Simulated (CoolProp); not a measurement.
Model: reference Helmholtz-energy equation of state, Schmidt 1985, in CoolProp.

### Question
Give the vapour pressure (MPa), liquid cp (kJ/(kg K)), surface tension (mN/m), vapour viscosity (µPa s) of saturated oxygen at 119, 142.9 K.

### Answer
```csv
T (K),p (MPa),liquid cp (kJ/(kg K)),surface tension (mN/m),vapour viscosity (µPa s)
119,0.964,1.91,6.36,9.33
142.9,3.16,3.01,1.62,12.4
```

Viscosity comes from a separate model (Lemmon 2004). Surface tension comes from a separate correlation (Mulero 2012).
